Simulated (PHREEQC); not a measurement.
Model water analysis in mg/L, 25 °C, pH 2.93, pe 9.9: Na 104; K 0.259; Ca 726; Mg 172; Cl 271; S(6) as SO4 2270; O(0) (dissolved oxygen) 3.32; Al 0.268; Ni 27.4; Si as SiO2 2.02.

Cl is adjusted to close the charge balance.
Valence states are taken as typed.

Computed with PHREEQC (ion-association model, wateq4f.dat).

Each row changes one thing in this solution. Precipitation was switched off in this run.

```
case                                              ionic strength (mol/kgw)  Mg+2 (mol/kgw)  MgSO4 (mol/kgw)  HSO4- (mol/kgw)  CaHSO4+ (mol/kgw)  Al+3 (mol/kgw)  SI of Gypsum (CaSO4:2H2O)  SI of Quartz (SiO2)
------------------------------------------------  ------------------------  --------------  ---------------  ---------------  -----------------  --------------  -------------------------  -------------------
as made                                                             0.0706         0.00445          0.00265         0.000830            5.21e-5         1.50e-6                      +0.06                -0.48
Si from 2.02 to 1.01 mg/L                                           0.0706         0.00445          0.00265         0.000830            5.21e-5         1.50e-6                      +0.06                    ?
temperature from 25 to 5 °C at the same typed pH                         ?         0.00515          0.00195         0.000613            4.00e-5         1.73e-6                      +0.14                    ?
```

Problem. Complete the blanks.

Solution. 
- Si from 2.02 to 1.01 mg/L, SI of Quartz (SiO2): -0.78
- temperature from 25 to 5 °C at the same typed pH, ionic strength (mol/kgw): 0.0752
- temperature from 25 to 5 °C at the same typed pH, SI of Quartz (SiO2): -0.17

Some of these states are supersaturated (in Gypsum, for instance). Constants without temperature data keep their 25 °C values here.
